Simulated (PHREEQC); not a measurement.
# Acid mine or pickling water (model solution)

A made-up water analysis in mg/kgw, 25 °C, pH 3.74, pe 9.3:

```tsv
constituent	mg/kgw
Na	1480
K	1580
Ca	149
Mg	134
Cl	1200
S(6) as SO4	4480
Al	12.3
Mn(2)	6.84
Fe(3)	4.14
```

Cl is adjusted to close the charge balance.
Valence states are taken as typed.

All values are PHREEQC results (ion-association model, wateq4f.dat), not measurements.

```json
{
 "ionic_strength": "0.149 mol/kgw",
 "total_alkalinity": "-0.593 meq/kg"
}
```

```csv
species,molality,activity,log γ
Na+,0.0609,0.0463,-0.120
K+,0.0375,0.0275,-0.134
SO4-2,0.0351,0.0114,-0.488
Cl-,0.0323,0.0237,-0.134
NaSO4-,0.00346,0.00264,-0.117
KSO4-,0.00289,0.00221,-0.117
Mg+2,0.00283,0.00104,-0.434
MgSO4,0.00268,0.00278,0.015
Ca+2,0.00210,0.000733,-0.458
CaSO4,0.00161,0.00167,0.015
```

Precipitation was switched off in this run. Examples of supersaturated solids here: Jarosite-K, Jarosite-Na. Others may be too. Species that the database lacks are ignored.
